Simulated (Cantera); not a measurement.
Source: NASA polynomial tables (part measured, part estimated), evaluated in Cantera. Values are per mole of reaction as written; species without (g) are pure solids or liquids, kept so even where they would boil at 1 bar.

Task: Between 300 and 800 K, where is each reaction favourable under standard conditions?
- 12 H(g) + 2 Fe2O3 + 3 O2(g) ⇌ 4 Fe(OH)3

Result: 
- 12 H(g) + 2 Fe2O3 + 3 O2(g) ⇌ 4 Fe(OH)3: ΔG° is -3771 kJ at 300 K and -2867 kJ at 800 K; it stays negative (K > 1). ΔH° is -4338 kJ and ΔS° -1838 J/K at 800 K.
